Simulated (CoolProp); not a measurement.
The numbers come from the reference Helmholtz-energy equation of state, Bücker 2006 in CoolProp.

For n-butane, give the phase and the cp (kJ/(kg K)), cv (kJ/(kg K)), conductivity (mW/(m K)), Prandtl number at 428.9 K and 0.234 MPa; 428.9 K and 1.83 MPa; 428.9 K and 4.17 MPa.


- 428.9 K and 0.234 MPa: gas; cp 2.29, cv 2.14, conductivity 32.3, Prandtl number 0.753
- 428.9 K and 1.83 MPa: gas; cp 2.55, cv 2.20, conductivity 34.6, Prandtl number 0.831
- 428.9 K and 4.17 MPa: supercritical; cp 11.3, cv 2.42, conductivity 67.4, Prandtl number 5.28

Viscosity comes from a separate model (Vogel 1999). Thermal conductivity comes from a separate model (Perkins 2002).
